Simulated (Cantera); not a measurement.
Charge: 1 mol Si, 0.053 mol O2, 23 mol CO, at 0.560 bar.

These are equilibrium values from Cantera (NASA tables, ideal gas, pure condensed phases), not measurements of a reactor. Candidate condensed phases: C, Si, SiC, SiO2; 20 gas species. The tables hold silica as quartz up to 1696 K and as liquid above; real silica turns to tridymite and cristobalite and melts near 1996 K. Rates play no part. All values below are at 1350 K.

Base state: CO 0.998, CO2 0.00163 (mole fractions); condensed: C(graphite) + SiO2(β-quartz).

Q: What changes in the equilibrium state with this change: Si replaced by Pb?

A: 
```tsv
species	before	after
CO	0.998	0.987
Pb	0	0.00874
CO2	0.00163	0.00457
C(graphite), mol	1.93	0
SiO2(β-quartz), mol	1.00	0
Pb(l), mol	0	0.797
```
Further candidate phases: Pb, PbO, PbO2, Pb3O4.
